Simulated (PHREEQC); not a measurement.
Make-up at 15 °C: 0.0069 mol NaHS, 0.19 mol NaOH and 3.7e-05 mol FeCl2 per kg of water. It is in equilibrium with CO2 at log p = -1 (atm). Otherwise closed; pH follows from the charge balance.

The numbers come from PHREEQC with the ion-association model, wateq4f.dat.

Each row changes one thing in this solution. No solid was allowed to form.

```csv
case,pH,ionic strength (mol/kgw),Na+ (mol/kgw),HCO3- (mol/kgw),NaHCO3 (mol/kgw),HS- (mol/kgw),SI of Nahcolite (NaHCO3),SI of Natron (Na2CO3:10H2O)
as made,7.89,0.187,0.186,0.177,0.0100,0.00615,-1.09,-3.44
diluted 100-fold with water,6.03,0.00197,0.00197,0.00196,1.97e-6,5.87e-6,-4.81,…
0.0029 mol/kgw Na2SO4 added,7.88,0.195,0.191,0.176,0.0102,0.00615,-1.08,-3.43
FeCl2 left out,7.89,0.187,0.186,0.177,0.0100,0.00623,-1.09,-3.44
NaHS from 0.0069 to 0.0103 mol/kgw,7.89,0.191,0.189,0.177,0.0102,0.00921,-1.08,-3.43
NaOH from 0.19 to 0.95 mol/kgw,8.44,0.815,0.791,0.693,0.122,0.00666,+0.06,-1.24
temperature from 15 to 60 °C,8.11,0.177,0.174,0.145,0.00742,0.00666,-1.60,-4.72
FeCl2 from 3.7e-05 to 7.4e-06 mol/kgw,7.89,0.187,0.186,0.177,0.0100,…,-1.09,-3.44
```

Task: What belongs in the gaps?

Result: 
- diluted 100-fold with water, SI of Natron (Na2CO3:10H2O): -10.87
- FeCl2 from 3.7e-05 to 7.4e-06 mol/kgw, HS- (mol/kgw): 0.00621

The ionic strength passes 0.7 mol/kgw, the rough limit of the ion-association models, in NaOH from 0.19 to 0.95 mol/kgw. Complexes and solids missing from the database can't appear. Some of these states are supersaturated (in Nahcolite, for instance). Away from 25 °C the constants follow the database's enthalpies or fits; those with neither stay at their 25 °C values. The polysulfide entries of wateq4f.dat were taken out for this run.
